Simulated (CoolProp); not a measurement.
Saturation properties of decamethyltetrasiloxane (MD2M).

Model: reference Helmholtz-energy equation of state, Thol 2017, in CoolProp.

```tsv
T (K)	p (MPa)	vapour density (kg/m³)	enthalpy of vaporisation (kJ/kg)
389.1	?	?	157.6
395.5	0.01144	1.096	155.5
402	0.01455	1.375	?
408.5	0.01830	1.708	?
415	0.02281	2.103	148.8
421.5	0.02817	2.568	146.5
428	0.03449	3.112	144.3
434.5	?	3.745	142.0
441	0.05053	4.475	?
447.5	0.06049	5.316	?
454	0.07194	6.278	134.9
460.5	0.08502	7.374	132.5
467	0.09988	8.620	130.0
```

Complete the blanks.


- 389.1, p (MPa): 0.008943
- 389.1, vapour density (kg/m³): 0.8686
- 402, enthalpy of vaporisation (kJ/kg): 153.2
- 408.5, enthalpy of vaporisation (kJ/kg): 151.0
- 434.5, p (MPa): 0.04191
- 441, enthalpy of vaporisation (kJ/kg): 139.7
- 447.5, enthalpy of vaporisation (kJ/kg): 137.3

It boils at 467.6 K under 1 atm.
